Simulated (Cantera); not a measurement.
# Cu + O2 + N2 + CO (metals in furnace atmospheres)

Charge: 1 mol Cu, 0.0054 mol O2, 1.5 mol N2, 0.19 mol CO, equilibrated at 1 atm.

These are equilibrium values from Cantera (NASA tables, ideal gas, pure condensed phases), not measurements of a reactor. Candidate condensed phases: C, Cu, CuO, Cu2O; 27 gas species. Rates play no part.

| T (K) | x N2 | x CO | x CO2 | x Cu | n C(graphite) | n Cu(s) | n Cu(l) |
|---|---|---|---|---|---|---|---|
| 998 | 0.888 | 0.106 | 0.00667 | 1.42e-11 | 0.000466 | 1.00 | 0 |
| 1048 | 0.888 | 0.106 | 0.00639 | 9.66e-11 | 0 | 1.00 | 0 |
| 1098 | 0.888 | 0.106 | 0.00639 | 5.50e-10 | 0 | 1.00 | 0 |
| 1148 | 0.888 | 0.106 | 0.00639 | 2.69e-9 | 0 | 1.00 | 0 |
| 1198 | 0.888 | 0.106 | 0.00639 | 1.15e-8 | 0 | 1.00 | 0 |
| 1248 | 0.888 | 0.106 | 0.00639 | 4.35e-8 | 0 | 1.00 | 0 |
| 1298 | 0.888 | 0.106 | 0.00639 | 1.49e-7 | 0 | 1.00 | 0 |
| 1348 | 0.888 | 0.106 | 0.00639 | 4.62e-7 | 0 | 1.000 | 0 |
| 1398 | 0.888 | 0.106 | 0.00639 | 1.28e-6 | 0 | 0 | 1.000 |
x: gas mole fraction; n: condensed amount in mol.

At 998 K the condensed part is C(graphite) + Cu(s). From 1048 K to 1348 K the condensed part is Cu(s). At 1398 K the condensed part is Cu(l).
